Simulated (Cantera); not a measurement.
Input: 1 mol Si3N4, 4.3 mol HCl, held at 1075 K and 1.00 bar.

These are equilibrium values from Cantera (NASA tables, ideal gas, pure condensed phases), not measurements of a reactor. Candidate condensed phases: NH4Cl, Si, Si3N4; 28 gas species. The tables' values for SiCl3 are old estimates; treat these amounts as uncertain. Equilibrium is a limit: real reactors are often held back by kinetics, nucleation or transport.

### Question
What is the equilibrium state?

### Answer
```json
{
 "x(HCl)": "0.376",
 "x(H2)": "0.339",
 "x(SiCl4)": "0.169",
 "x(N2)": "0.114",
 "x(SiHCl3)": "0.00189",
 "x(SiCl3)": "0.000138",
 "x(NH3)": "2.44e-5",
 "x(SiH2Cl2)": "2.48e-6",
 "x(SiCl2)": "1.80e-6",
 "n(Si3N4(s))": "0.768 mol",
 "gas_amount": "4.069 mol",
 "log10 activity of Si(s) (absent)": "-5.66"
}
```
